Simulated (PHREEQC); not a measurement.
A solution holds 0.15 mol HCl, 0.2 mol CuSO4 and 0.00025 mol MgCl2 per kg of water, at 7.4 °C. Closed to the air; pH follows from the charge balance.

The numbers come from PHREEQC with the ion-association model, phreeqc.dat.

This is a speciation only: nothing precipitates in the calculation.

Q: Predict the pH.

A: pH 1.22.

Q: In which forms is Cl present?

A: Cl- 96 %, CuCl+ 3.4 % of the Cl.

Constants without temperature data keep their 25 °C values here.
